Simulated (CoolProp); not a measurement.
C3F8 (R218) along the isotherm 82.85 °C: Z from the reference equation and from simpler models built on Tc = 71.9 °C, pc = 2.640 MPa, ω = 0.317; each cubic takes its own stable root.

Values from CoolProp's reference Helmholtz-energy equation of state, Lemmon 2006. It is a short technical equation, of lower accuracy than the large ones.

```csv
p (MPa),phase,reference,Redlich-Kwong,Soave-Redlich-Kwong,Peng-Robinson
0.0125,gas,0.9986,0.9985,0.9986,0.9984
0.0257,gas,0.9972,0.9970,0.9970,0.9967
0.0528,gas,0.9941,0.9938,0.9939,0.9931
0.108,gas,0.9879,0.9872,0.9874,0.9859
0.223,gas,___,0.9733,___,___
0.457,gas,0.9472,0.9443,___,0.9391
0.939,gas,___,0.8807,0.8833,___
1.93,gas,0.7280,0.7251,0.7331,0.7093
3.96,supercritical,0.2839,0.3196,0.3352,0.3071
```

**Question.** What belongs in the gaps?

**Answer.** 
- 0.223, reference: 0.9748
- 0.223, Soave-Redlich-Kwong: 0.9738
- 0.223, Peng-Robinson: 0.9707
- 0.457, Soave-Redlich-Kwong: 0.9454
- 0.939, reference: 0.8853
- 0.939, Peng-Robinson: 0.8707
